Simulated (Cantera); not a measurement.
Premixed flame

A freely propagating, adiabatic, planar premixed flame of 24.8 % H₂, 11.1 % O₂, 64.1 % N₂, unburnt at 650 K and 675 Torr; mixture-averaged transport, grid criteria slope 0.08 and curve 0.16, no radiation.

Detailed kinetics in Cantera: the H2/O2 subset of GRI-Mech 3.0, which has no nitrogen chemistry. Burning velocities carry a grid error of a few per cent, more on coarse grids.

```
z (mm)  T (K)  u (m/s)    x H₂     x O₂     x H₂O      x OH       x O   x H₂O₂
------  -----  -------  ------  -------  --------  --------  --------  -------
-1.92     650     6.27   0.248    0.111     <1e-8     <1e-8     <1e-8    <1e-8
-1.28     650     6.27   0.248    0.111     <1e-8     <1e-8     <1e-8    <1e-8
-0.958    650     6.27   0.248    0.111     <1e-8     <1e-8     <1e-8    <1e-8
-0.639    650     6.27   0.247    0.111   1.78e-7     <1e-8     <1e-8    <1e-8
-0.319    662     6.36   0.244    0.111  0.000689   3.79e-5   8.31e-6  2.32e-6
-0.160    820     7.74   0.217    0.107    0.0152  0.000506  0.000267  6.79e-6
0        1199     11.0   0.129   0.0725    0.0881   0.00257   0.00400  3.08e-6
0.160    1476     13.4  0.0585   0.0285     0.168   0.00641   0.00774  2.29e-6
0.319    1604     14.4  0.0451   0.0175     0.188   0.00829   0.00769  1.52e-6
0.639    1738     15.5  0.0433   0.0134     0.198   0.00958   0.00645  8.43e-7
1.28     1874     16.6  0.0420   0.0104     0.208    0.0100   0.00473  4.45e-7
2.55     1996     17.5  0.0393  0.00747     0.218   0.00951   0.00308  2.51e-7
5.11     2098     18.2  0.0358  0.00486     0.228   0.00814   0.00176  1.51e-7
```
x: mole fraction of selected species; z is measured from the peak of heat release.

- laminar burning velocity: 627 cm/s
- thermal thickness: 0.639 mm
- peak x(OH): 0.0100
- peak x(O): 0.00790
- peak x(H₂O₂): 6.95e-6
- grid points: 136
